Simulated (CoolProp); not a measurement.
Vapour-liquid equilibrium of carbon dioxide (1) + ethane (2) at 1.34 MPa; x and y are mole fractions of (1).

Values from CoolProp's multi-fluid Helmholtz-energy mixture model, Span 1996 and Bücker 2006; pair parameters Kunz 2012.

```json
[
 {"x": "0.05", "bubble temperature, mixture model (K)": "247.7", "bubble temperature, Raoult's law (K)": "250.4", "y, mixture model": "0.117", "y, Raoult's law": "0.067"},
 {"x": "0.125", "bubble temperature, mixture model (K)": "243.7", "bubble temperature, Raoult's law (K)": "249.5", "y, mixture model": "0.253", "y, Raoult's law": "0.164"},
 {"x": "0.2", "bubble temperature, mixture model (K)": "240.8", "bubble temperature, Raoult's law (K)": "248.6", "y, mixture model": "0.354", "y, Raoult's law": "0.255"},
 {"x": "0.275", "bubble temperature, mixture model (K)": "238.7", "bubble temperature, Raoult's law (K)": "247.7", "y, mixture model": "0.431", "y, Raoult's law": "0.341"},
 {"x": "0.35", "bubble temperature, mixture model (K)": "237.3", "bubble temperature, Raoult's law (K)": "246.9", "y, mixture model": "0.490", "y, Raoult's law": "0.423"},
 {"x": "0.425", "bubble temperature, mixture model (K)": "236.3", "bubble temperature, Raoult's law (K)": "246.2", "y, mixture model": "0.538", "y, Raoult's law": "0.500"},
 {"x": "0.5", "bubble temperature, mixture model (K)": "235.7", "bubble temperature, Raoult's law (K)": "245.4", "y, mixture model": "0.578", "y, Raoult's law": "0.575"},
 {"x": "0.575", "bubble temperature, mixture model (K)": "235.4", "bubble temperature, Raoult's law (K)": "244.7", "y, mixture model": "0.613", "y, Raoult's law": "0.646"},
 {"x": "0.65", "bubble temperature, mixture model (K)": "235.3", "bubble temperature, Raoult's law (K)": "244.1", "y, mixture model": "0.647", "y, Raoult's law": "0.714"},
 {"x": "0.725", "bubble temperature, mixture model (K)": "235.4", "bubble temperature, Raoult's law (K)": "243.4", "y, mixture model": "0.683", "y, Raoult's law": "0.780"},
 {"x": "0.8", "bubble temperature, mixture model (K)": "235.9", "bubble temperature, Raoult's law (K)": "242.8", "y, mixture model": "0.728", "y, Raoult's law": "0.843"},
 {"x": "0.875", "bubble temperature, mixture model (K)": "236.9", "bubble temperature, Raoult's law (K)": "242.2", "y, mixture model": "0.790", "y, Raoult's law": "0.903"},
 {"x": "0.95", "bubble temperature, mixture model (K)": "238.9", "bubble temperature, Raoult's law (K)": "241.6", "y, mixture model": "0.892", "y, Raoult's law": "0.962"}
]
```

The largest gap from Raoult's law is -9.9 K in bubble temperature, at x = 0.425. y crosses x between x = 0.575 and 0.65: the model has an azeotrope there.

Pair parameters are fitted to limited data, so mixtures are less certain than the pure fluids.
